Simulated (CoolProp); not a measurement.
Vapour-liquid equilibrium of R143a (1) + isobutene (2) at 0.449 MPa; x and y are mole fractions of (1).

The numbers come from the multi-fluid Helmholtz-energy mixture model, Lemmon and Jacobsen 2000 and Lemmon 2005; pair parameters Bell 2016 in CoolProp.

Q: Give the bubble temperature and the first vapour's composition at x = 0.05, 0.5, 0.8. Is there an azeotrope?

A: x = 0.05: 28.3 °C, y = 0.261; x = 0.5: -0.9 °C, y = 0.795; x = 0.8: -6.7 °C, y = 0.905. No azeotrope shows between x = 0.05 and 0.95.

The pair parameters rest on a limited set of measurements; away from them the model extrapolates.
